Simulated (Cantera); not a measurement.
An isothermal plug-flow reactor at 775 K and 0.987 atm (inlet), inlet velocity 2.5 m/s, active area per volume 1000 1/m; feed H₂ : O₂ : N₂ : H₂O = 0.018 : 0.15 : 0.79 : 0.051 (molar parts), equivalence ratio 0.060.

Computed with Cantera and Deutschmann's 1995 Pt surface mechanism with GRI-Mech 3.0 gas chemistry. Catalytic surfaces can have several steady states; this one follows from the mechanism file's or the stated starting coverage. Mass transfer to the wall is taken as infinitely fast.

One state of this run: x H₂ = 0.00894; x O₂ = 0.145; x H₂O = 0.0598; θ free Pt = 0.118; θ O* = 0.872; θ OH* = 0.00993. x: gas mole fraction; θ: surface coverage.

Question: Which value of z (m) does it belong to?
A. 0.019
B. 0.00019
C. 0.0025
D. 0.00032

Answer: D, 0.00032
